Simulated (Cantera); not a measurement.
**Equilibrium for boron, boron nitride and boron oxide: B₂H₆ + NH₃**

Input: 1 mol B₂H₆, 2 mol NH₃, at 3200 Pa.

Method: chemical equilibrium by Gibbs-energy minimisation in Cantera with the NASA 1993 tables (ideal gas, pure condensed phases). Candidate condensed phases: B, BN; 15 gas species. The feed counts by its element totals alone. Mutual solubility and eutectic melting of coexisting phases are not modelled. The tables' values for BH₂ are old estimates; treat these amounts as uncertain. Kinetics and transport are ignored.

| T (K) | log p H₂ | log p N₂ | log p H | log p BH₂ | log p B | log p BH | log p BH₃ | n BN(s) | n B(s) |
|---|---|---|---|---|---|---|---|---|---|
| 1275 | -1.49 | -9.00 | -6.88 | -8.86 | <-13 | <-13 | -9.18 | 2.00 | 0 |
| 1350 | -1.49 | -8.36 | -6.37 | -8.17 | <-13 | <-13 | -8.72 | 2.00 | 0 |
| 1425 | -1.49 | -7.78 | -5.91 | -7.55 | -13.43 | -12.54 | -8.32 | 2.00 | 0 |
| 1500 | -1.49 | -7.26 | -5.50 | -7.00 | -12.22 | -11.54 | -7.96 | 2.00 | 0 |
| 1575 | -1.49 | -6.78 | -5.13 | -6.51 | -11.12 | -10.65 | -7.64 | 2.00 | 0 |
| 1650 | -1.50 | -6.34 | -4.79 | -6.06 | -10.12 | -9.83 | -7.34 | 2.00 | 0 |
| 1725 | -1.50 | -5.94 | -4.48 | -5.65 | -9.22 | -9.09 | -7.08 | 2.00 | 0 |
| 1800 | -1.50 | -5.37 | -4.19 | -5.38 | -8.48 | -8.52 | -6.94 | 2.00 | 0.000795 |
| 1875 | -1.50 | -4.79 | -3.93 | -5.16 | -7.84 | -8.02 | -6.84 | 1.99 | 0.00471 |
| 1950 | -1.50 | -4.26 | -3.69 | -4.96 | -7.25 | -7.55 | -6.75 | 1.98 | 0.0185 |
| 2025 | -1.50 | -3.77 | -3.47 | -4.77 | -6.70 | -7.13 | -6.67 | 1.94 | 0.0612 |
| 2100 | -1.51 | -3.31 | -3.26 | -4.60 | -6.19 | -6.73 | -6.60 | 1.81 | 0.182 |
| 2175 | -1.53 | -2.89 | -3.07 | -4.45 | -5.71 | -6.37 | -6.55 | 1.49 | 0.507 |
log p: log10 of the partial pressure in bar; n: condensed amount in mol.

From 1275 K to 1725 K the condensed part is BN(s). From 1800 K to 2175 K the condensed part is B(s) + BN(s).
